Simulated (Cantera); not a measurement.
Source: NASA polynomial tables (part measured, part estimated), evaluated in Cantera. Values are per mole of reaction as written; species without (g) are pure solids or liquids, kept so even where they would boil at 1 bar.

Problem. Between 798 and 1798 K, where is each reaction favourable under standard conditions?
- 3 H₂(g) + 2 O₃(g) = 3 H₂O₂(g)
- 2 OH(g) = H₂O₂(g)
- O₂(g) + H₂(g) = H₂O₂(g)

Solution. 
- 3 H₂(g) + 2 O₃(g) = 3 H₂O₂(g): ΔG° is -550 kJ at 798 K and -346 kJ at 1798 K; it stays negative (K > 1). ΔH° is -718 kJ and ΔS° -207 J/K at 1798 K.
- 2 OH(g) = H₂O₂(g): ΔG° is -106 kJ at 798 K and 36 kJ at 1798 K; it changes sign between 1498 and 1598 K. ΔH° is -217 kJ and ΔS° -141 J/K at 1798 K.
- O₂(g) + H₂(g) = H₂O₂(g): ΔG° is -52 kJ at 798 K and 61 kJ at 1798 K; it changes sign between 1198 and 1298 K. ΔH° is -142 kJ and ΔS° -113 J/K at 1798 K.
